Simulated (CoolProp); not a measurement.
Vapour-liquid equilibrium of R143a (1) + R152A (2) at 185.4 K; x and y are mole fractions of (1).

Computed with CoolProp (multi-fluid Helmholtz-energy mixture model, Lemmon and Jacobsen 2000 and Outcalt 1996; pair parameters Bell 2016).

Give the bubble pressure and the first vapour's composition at x = 0.425, 0.5, 0.575. Is there an azeotrope?

x = 0.425: 0.005467 MPa, y = 0.787; x = 0.5: 0.005952 MPa, y = 0.825; x = 0.575: 0.006420 MPa, y = 0.858. No azeotrope shows between x = 0.05 and 0.95.

Pair parameters are fitted to limited data, so mixtures are less certain than the pure fluids.
